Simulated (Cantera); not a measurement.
An adiabatic, constant-pressure homogeneous reactor starts with 44.4 % H2, 11.7 % O2, 43.9 % N2, equivalence ratio 1.9, at 1175 K and 0.200 bar.

Model: GRI-Mech 3.0 (53 species, 325 reactions), integrated in Cantera.

Predict: time of steepest temperature rise; temperature at 2.00 s; equilibrium temperature; x(H2) at 2.00 s; x(O2) at 2.00 s; x(H2O2) at 2.00 s; x(H) at 2.00 s; x(NO) at 2.00 s.


* **time of steepest temperature rise**: 0.276 ms
* **temperature at 2.00 s**: 2563 K
* **equilibrium temperature**: 2563 K
* **x(H2) at 2.00 s**: 0.222 (gas-phase equilibrium 0.222)
* **x(O2) at 2.00 s**: 0.000401 (gas-phase equilibrium 0.000401)
* **x(H2O2) at 2.00 s**: 1.78e-8 (gas-phase equilibrium 1.78e-8)
* **x(H) at 2.00 s**: 0.0349 (gas-phase equilibrium 0.0349)
* **x(NO) at 2.00 s**: 0.000881 (gas-phase equilibrium 0.000881)
